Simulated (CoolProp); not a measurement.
Computed with CoolProp (reference Helmholtz-energy equation of state, Lemmon 2006). It is a short technical equation, of lower accuracy than the large ones.

Problem. For toluene, give the phase and the Z, cp (kJ/(kg K)), isothermal compressibility (1/MPa), fugacity coefficient at 135.15 °C and 0.0929 MPa.

Solution. 
- 135.15 °C and 0.0929 MPa: gas; Z 0.970, cp 1.57, isothermal compressibility 11.1, fugacity coefficient 0.971
